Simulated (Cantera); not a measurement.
# Stirred combustor or abatement burner

A perfectly stirred reactor is fed with CH4 : C2H6 : O2 : N2 = 1 : 0.85 : 5.35 : 37 (molar parts), equivalence ratio 0.93, at 4.10 bar; it is adiabatic with a 600 K inlet, and is followed from long to short residence time, starting on the burning branch (τ in s: 0.081, 0.044, 0.024, 0.013, 0.007, 0.0038, 0.002, 0.0011, 0.0006, 0.00033, 0.00018, 9.6e-05).

Model: GRI-Mech 3.0 (53 species, 325 reactions), integrated in Cantera.

```csv
τ (s),T (K),x CH4,x C2H6,x O2,x H,x H2
0.081,1845,2.90e-6,4.14e-7,0.00869,2.10e-5,0.000251
0.044,1842,4.25e-6,6.64e-7,0.00886,3.45e-5,0.000350
0.024,1837,6.25e-6,1.05e-6,0.00909,5.68e-5,0.000485
0.013,1831,9.31e-6,1.65e-6,0.00942,9.31e-5,0.000669
0.0070,1822,1.41e-5,2.60e-6,0.00988,0.000151,0.000914
0.0038,1811,2.15e-5,4.06e-6,0.0105,0.000238,0.00122
0.0020,1796,3.44e-5,6.51e-6,0.0113,0.000372,0.00162
0.0011,1778,5.50e-5,1.03e-5,0.0124,0.000542,0.00207
0.00060,1754,9.27e-5,1.68e-5,0.0138,0.000753,0.00258
0.00033,1722,0.000169,2.93e-5,0.0159,0.000964,0.00317
0.00018,1665,0.000416,6.70e-5,0.0202,0.000993,0.00399
9.6e-5,600,0.0226,0.0192,0.121,<1e-12,<1e-12
```
x: mole fraction; the columns are a selection and need not sum to one.
